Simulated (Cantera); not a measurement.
A closed system holds: 1 mol NaCl, 2.8 mol HF, 350 mol N2, at 0.00160 bar.

Equilibrium computed with Cantera from the NASA thermochemical tables; the gas is ideal and each condensed phase is pure. Candidate condensed phases: NH4Cl, Na, NaCl, NaF; 33 gas species. Kinetics and transport are ignored.

x: gas mole fraction; nothing condenses.

| T (K) | x N2 | x HF | x NaCl | x Cl | x Na | x NaF | x H |
|---|---|---|---|---|---|---|---|
| 1173 | 0.989 | 0.00779 | 0.00270 | 6.27e-7 | 1.08e-7 | 0.000123 | 1.50e-9 |
| 1273 | 0.989 | 0.00775 | 0.00266 | 2.57e-6 | 7.36e-7 | 0.000164 | 1.70e-8 |
| 1373 | 0.989 | 0.00771 | 0.00261 | (withheld) | (withheld) | (withheld) | (withheld) |
| 1473 | 0.989 | 0.00766 | 0.00255 | 2.64e-5 | 1.43e-5 | 0.000258 | 7.54e-7 |
| 1573 | 0.989 | 0.00760 | 0.00247 | 7.01e-5 | 4.53e-5 | 0.000310 | 3.34e-6 |
| 1673 | 0.989 | 0.00755 | 0.00234 | 0.000168 | 0.000121 | 0.000364 | 1.20e-5 |
| 1773 | 0.989 | 0.00749 | 0.00213 | 0.000362 | 0.000277 | 0.000419 | 3.59e-5 |
| 1873 | 0.989 | 0.00743 | 0.00180 | 0.000700 | 0.000550 | 0.000473 | 9.10e-5 |
| 1973 | 0.988 | 0.00737 | 0.00135 | 0.00119 | 0.000945 | 0.000523 | 0.000196 |
| 2073 | 0.987 | 0.00728 | (withheld) | (withheld) | (withheld) | 0.000567 | (withheld) |
| 2173 | 0.987 | 0.00716 | 0.000456 | 0.00224 | 0.00177 | 0.000590 | 0.000569 |

Question: Some entries are withheld; supply them.

Answer: 
- 2073, x NaCl: 0.000861
- 2073, x Cl: 0.00176
- 2073, x Na: 0.00139
- 2073, x H: 0.000358
- 1373, x Cl: 8.85e-6
- 1373, x Na: 3.68e-6
- 1373, x NaF: 0.000209
- 1373, x H: 1.32e-7
